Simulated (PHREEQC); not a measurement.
# Silver or lead bath (model solution)

Dissolve 1.1 mmol/kgw Ag2SO4 and 13 mmol/kgw HF at 90 °C. Closed to the air; pH follows from the charge balance.

Computed with PHREEQC (ion-association model, wateq4f.dat).

Each row changes one thing in this solution. This is a speciation only: nothing precipitates in the calculation.

| case | pH | ionic strength (mol/kgw) | HF (mol/kgw) | F- (mol/kgw) | HF2- (mol/kgw) | H2F2 (mol/kgw) |
|---|---|---|---|---|---|---|
| as made | 2.89 | 0.00425 | 0.0111 | 0.00169 | 7.77e-5 | 2.39e-5 |
| Ag2SO4 left out | 2.83 | 0.00154 | 0.0113 | 0.00147 | 6.91e-5 | 2.49e-5 |
| HF from 0.013 to 0.065 mol/kgw | 2.47 | 0.00632 | 0.0585 | 0.00347 | 0.000840 | (withheld) |
| Ag2SO4 from 0.0011 to 0.00011 mol/kgw | 2.84 | 0.00181 | 0.0113 | 0.00150 | 7.01e-5 | 2.48e-5 |
| 0.00025 mol/kgw Na2B4O7 added | 2.92 | 0.00467 | 0.00938 | 0.00155 | 6.01e-5 | 1.71e-5 |
| Ag2SO4 from 0.0011 to 0.00022 mol/kgw | 2.85 | 0.00208 | 0.0113 | (withheld) | 7.11e-5 | 2.47e-5 |
| 0.00021 mol/kgw TMAH added | 2.92 | 0.00439 | 0.0110 | (withheld) | 8.15e-5 | 2.35e-5 |
| diluted 10-fold with water | 3.41 | 0.000717 | 0.000876 | 0.000421 | 1.52e-6 | 1.49e-7 |
| Ag2SO4 from 0.0011 to 0.00165 mol/kgw | 2.91 | 0.00561 | 0.0110 | 0.00178 | 8.12e-5 | 2.35e-5 |

Problem. Complete the blanks.

Solution. 
- HF from 0.013 to 0.065 mol/kgw, H2F2 (mol/kgw): 0.000664
- Ag2SO4 from 0.0011 to 0.00022 mol/kgw, F- (mol/kgw): 0.00152
- 0.00021 mol/kgw TMAH added, F- (mol/kgw): 0.00179

Away from 25 °C the constants follow the database's enthalpies or fits; those with neither stay at their 25 °C values. Real BF4- forms and hydrolyses slowly; the run takes it at equilibrium.
